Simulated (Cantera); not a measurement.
## Ignition delay

Mixture: 5.16 % CH₄, 19.5 % O₂, 64.5 % N₂, 10.8 % H₂O, equivalence ratio 0.53, at 1600000 Pa, adiabatic and at constant volume. Ignition delay is the time to a rise of 400 K.

Detailed kinetics in Cantera: GRI-Mech 3.0 (53 species, 325 reactions). The pressure lies above the range GRI-Mech 3.0 was tuned for (to about 10 atm).

```
T0 (K)  delay (ms)
------  ----------
1098          8.53
1198          2.18
1298         0.686
1398         0.248
1498        0.0984
1598        0.0418
1698        0.0189
1798       0.00916
```

- apparent activation energy between 1598 and 1798 K = 180 kJ/mol
